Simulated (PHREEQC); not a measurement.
# Hard or scaling water: speciation

A solution holds 0.079 mol MgCl2, 0.0011 mol Na2SO4 and 8.6e-05 mol H4SiO4 per kg of water, at 35 °C. Closed to the air; pH follows from the charge balance.

All values are PHREEQC results (ion-association model, wateq4f.dat), not measurements.

```
Quantity               Result
--------------  -------------
pH                       6.28
ionic strength  0.237 mol/kgw
```

```tsv
species	molality	activity	log γ
Cl-	0.158	0.110	-0.158
Mg+2	0.0783	0.0254	-0.489
Na+	0.00220	0.00161	-0.136
MgSO4	0.000725	0.000766	0.024
SO4-2	0.000374	0.000100	-0.570
H4SiO4	8.60e-5	9.08e-5	0.024
NaSO4-	1.17e-6	8.60e-7	-0.135
H+	6.60e-7	5.20e-7	-0.103
MgOH+	5.61e-7	4.22e-7	-0.124
OH-	5.70e-8	3.93e-8	-0.162
H3SiO4-	5.08e-8	3.56e-8	-0.154
```

No solid was allowed to form.
